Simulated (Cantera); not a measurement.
A closed system holds: 1 mol PbO, a varied amount of H2, held at 0.330 Torr.

Equilibrium computed with Cantera from the NASA thermochemical tables; the gas is ideal and each condensed phase is pure. Candidate condensed phases: H2O, Pb, PbO, PbO2, Pb3O4; 12 gas species. Mutual solubility and eutectic melting of coexisting phases are not modelled. Rates play no part.

Stable condensed phases, one row left out:

```
T in °C \ n(H2) in mol
         0.24 0.53 0.83  1.1  1.4  1.7    2  2.3  2.6  2.9
    952     A    A    B    B    B    B    B    B    B    B
    927     A    A    B    B    B    B    B    B    B    B
    902     A    A    A    B    B    B    B    B    B    B
    877     A    A    A    B    B    B    B    B    B    B
    827     C    C    C    D    D    D    D    D    D    B
    802     C    C    C    D    D    D    D    D    D    D
    777     C    C    C    D    D    D    D    D    D    D
    752     C    C    C    D    D    D    D    D    D    D
    727     C    C    C    D    D    D    D    D    D    D
    702     C    C    C    D    D    D    D    D    D    D
    677     C    C    C    D    D    D    D    D    D    D
    652     C    C    C    D    D    D    D    D    D    D
    627     C    C    C    D    D    D    D    D    D    D
```

A: PbO; B: gas only; C: Pb + PbO; D: Pb.

Task: Give the row for 852 °C.

Result: 0.24: Pb + PbO; 0.53: Pb + PbO; 0.83: Pb + PbO; 1.1: Pb; 1.4: gas only; 1.7: gas only; 2: gas only; 2.3: gas only; 2.6: gas only; 2.9: gas only.
